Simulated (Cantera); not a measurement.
An isothermal, constant-pressure homogeneous reactor starts with N2O : H2O = 1 : 0.16 (molar parts), at 1100 K and 16.5 Torr. Integrator tolerance rtol = 1e-08.

Model: GRI-Mech 3.0 (53 species, 325 reactions), integrated in Cantera. GRI-Mech 3.0 was tuned for natural gas; its chemistry of N2O as a main component is partial and can be far from experiment. Radical loss at walls, strong at low pressure, is not modelled. The mechanism lacks the step 2 NO + O2 → 2 NO2, which can matter for NO2 below about 1400 K. The temperature is held fixed by assumption; the heat of reaction is taken as removed at once.

Problem. What does this change do: pressure from 16.5 Torr to 1.80 bar?

Solution. 
| quantity | before | after |
|---|---|---|
| x(N2O) at 200 s | 0.418 (gas-phase equilibrium 8.72e-10) | 5.87e-8 (gas-phase equilibrium 7.89e-9) |
| x(H2O) at 200 s | 0.117 (gas-phase equilibrium 0.0964) | 0.0964 (gas-phase equilibrium 0.0964) |
| x(NO2) at 200 s | 0.000414 (gas-phase equilibrium 4.53e-7) | 0.000774 (gas-phase equilibrium 4.10e-6) |
| x(O2) at 200 s | 0.147 (gas-phase equilibrium 0.301) | 0.292 (gas-phase equilibrium 0.301) |
| x(H) at 200 s | 6.02e-10 (gas-phase equilibrium 6.95e-12) | <1e-12 (gas-phase equilibrium <1e-12) |
| x(O) at 200 s | 3.62e-7 (gas-phase equilibrium 9.29e-9) | 1.01e-9 (gas-phase equilibrium 1.03e-9) |
